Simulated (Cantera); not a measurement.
Charge: 1 mol FeS₂, 520 mol H₂, equilibrated at 0.180 bar.

Method: chemical equilibrium by Gibbs-energy minimisation in Cantera with the NASA 1993 tables (ideal gas, pure condensed phases). Candidate condensed phases: Fe, FeS, FeS₂, S; 8 gas species. Mutual solubility and eutectic melting of coexisting phases are not modelled. FeS: taken at fixed stoichiometry. The numbers say what is thermodynamically allowed, not how fast it happens.

Task: Which condensed phases are stable at each of these points (T (K)): 950, 1025, 1100, 1175, 1250, 1325, 1400, 1475, 1550?

Result: 
| T (K) | condensed phases | Fe condensed (%) |
|---|---|---|
| 950 | FeS(s) | 100.0 |
| 1025 | FeS(s) | 100.0 |
| 1100 | Fe(α) + FeS(s) | 100.0 |
| 1175 | Fe(α) + FeS(s) | 100.0 |
| 1250 | Fe(γ) | 100.0 |
| 1325 | Fe(γ) | 100.0 |
| 1400 | Fe(γ) | 100.0 |
| 1475 | Fe(γ) | 100.0 |
| 1550 | Fe(γ) | 99.9 |

From 950 K to 1025 K the condensed part is FeS(s). From 1100 K to 1175 K the condensed part is Fe(α) + FeS(s). From 1250 K to 1550 K the condensed part is Fe(γ).
